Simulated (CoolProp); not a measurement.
Vapour-liquid equilibrium of acetone (1) + ethanol (2) at 299.8 K; x and y are mole fractions of (1).

Model: multi-fluid Helmholtz-energy mixture model, Lemmon 2006 and Schroeder 2014; pair parameters Bell 2016, in CoolProp.

| x | bubble pressure (MPa) | y at the bubble point | dew pressure at overall composition x (MPa) | liquid density (mol/L) |
|---|---|---|---|---|
| 0.05 | 0.01148 | 0.280 | 0.009067 | 16.79 |
| 0.125 | 0.01497 | 0.485 | 0.009737 | 16.46 |
| 0.2 | 0.01777 | 0.595 | 0.01051 | 16.15 |
| 0.275 | 0.02005 | 0.665 | 0.01142 | 15.85 |
| 0.35 | 0.02194 | 0.716 | 0.01248 | 15.55 |
| 0.425 | 0.02356 | 0.755 | 0.01376 | 15.27 |
| 0.5 | 0.02499 | 0.788 | 0.01530 | 15.00 |
| 0.575 | 0.02629 | 0.817 | 0.01719 | 14.74 |
| 0.65 | 0.02752 | 0.846 | 0.01951 | 14.50 |
| 0.725 | 0.02871 | 0.875 | 0.02233 | 14.26 |
| 0.8 | 0.02988 | 0.905 | 0.02553 | 14.03 |
| 0.875 | 0.03105 | 0.938 | 0.02871 | 13.82 |
| 0.95 | 0.03221 | 0.974 | 0.03146 | 13.61 |

No azeotrope shows between x = 0.05 and 0.95.

The pair parameters rest on a limited set of measurements; away from them the model extrapolates.
